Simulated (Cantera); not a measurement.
Input (Python, Cantera):

```python
import numpy as np
import cantera as ct

gas = ct.Solution("h2o2.yaml")
gas.TPX = 475, 101325, {'H2': 1.3, 'O2': 0.625, 'N2': 2.35, 'H2O': 0.75}
flame = ct.FreeFlame(gas, width=0.04)
flame.set_refine_criteria(ratio=3, slope=0.08, curve=0.16)
flame.transport_model = "mixture-averaged"
flame.solve(loglevel=0, auto=True)
z, T = flame.grid, flame.T
thick = (T[-1] - T[0]) / np.gradient(T, z).max()
show = ['H2', 'O2', 'H2O', 'H', 'O', 'HO2']
print(f"laminar burning velocity  {flame.velocity[0] * 100:.3f} cm/s")
print(f"burnt temperature         {T[-1]:.1f} K")
print(f"thermal thickness         {thick * 1e3:.4f} mm")
print(f"grid points               {len(z)}")
z0 = z[flame.heat_release_rate.argmax()]
print(f"{'z/mm':>9s}{'T/K':>9s}{'u/(m/s)':>9s}" + "".join(f"{s:>11s}" for s in show))
rows = []
for k in (-3, -2, -1.5, -1, -0.5, -0.25, 0, 0.25, 0.5, 1, 2, 4, 8):
    zz = z0 + k * thick
    rows.append([k * thick, np.interp(zz, z, T), np.interp(zz, z, flame.velocity),
                 *(np.interp(zz, z, flame.X[gas.species_index(s)]) for s in show)])
    print(f"{rows[-1][0] * 1e3:9.3f}{rows[-1][1]:9.1f}{rows[-1][2]:9.3f}" + "".join(f"{x:11.3e}" for x in rows[-1][3:]))
```

Result:

```
laminar burning velocity  338.772 cm/s
burnt temperature         2200.2 K
thermal thickness         0.3728 mm
grid points               110
     z/mm      T/K  u/(m/s)         H2         O2        H2O          H          O        HO2
   -1.118    475.0    3.388  2.587e-01  1.244e-01  1.493e-01  3.956e-15  7.211e-13  1.526e-11
   -0.746    475.0    3.388  2.587e-01  1.244e-01  1.493e-01  2.485e-13  4.486e-11  9.675e-10
   -0.559    475.0    3.387  2.585e-01  1.244e-01  1.493e-01  3.052e-12  5.476e-10  1.356e-08
   -0.373    475.2    3.385  2.576e-01  1.246e-01  1.495e-01  8.382e-11  1.140e-08  3.752e-07
   -0.186    493.9    3.473  2.464e-01  1.260e-01  1.527e-01  3.891e-06  1.780e-06  1.310e-04
   -0.093    700.4    4.778  2.112e-01  1.219e-01  1.761e-01  1.132e-03  1.050e-04  4.847e-04
    0.000   1115.7    7.396  1.450e-01  9.516e-02  2.437e-01  1.178e-02  1.619e-03  1.778e-04
    0.093   1415.4    9.275  8.202e-02  5.396e-02  3.216e-01  2.534e-02  4.513e-03  7.280e-05
    0.186   1576.1   10.274  5.381e-02  3.110e-02  3.617e-01  2.818e-02  5.412e-03  3.609e-05
    0.373   1728.6   11.185  4.307e-02  2.043e-02  3.830e-01  2.223e-02  4.767e-03  1.983e-05
    0.746   1866.0   11.971  3.819e-02  1.560e-02  3.974e-01  1.430e-02  3.299e-03  1.225e-05
    1.491   1980.9   12.605  3.227e-02  1.149e-02  4.115e-01  8.385e-03  1.996e-03  7.149e-06
    2.982   2066.4   13.063  2.624e-02  8.139e-03  4.237e-01  4.721e-03  1.121e-03  3.970e-06
```

Model: the H2/O2 subset of GRI-Mech 3.0, which has no nitrogen chemistry, integrated in Cantera. Burning velocities carry a grid error of a few per cent, more on coarse grids.
